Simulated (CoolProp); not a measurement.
A simple Rankine cycle with R11: condensing at 316.15 K, boiler at 1.46 MPa, turbine inlet 416.9 K, turbine efficiency 0.6, pump efficiency 0.6, no recuperator. Each further row changes one setting.

Computed with CoolProp (reference Helmholtz-energy equation of state, Jacobsen 1992).

```tsv
case	thermal efficiency (%)	net work (kJ/kg)	heat in (kJ/kg)	turbine exit temperature (K)	volume ratio over the turbine
as stated	10.3	22.9	222	356.3	7.84
turbine inlet 436.9 K	10.4	24.8	238	377.4	7.64
condensing temperature 308.15 K	11.2	25.8	229	350.8	10.0
boiler pressure 1.02 MPa	8.9	20.4	229	370.4	5.26
turbine efficiency 0.5	8.5	18.9	222	362.7	8.00
```
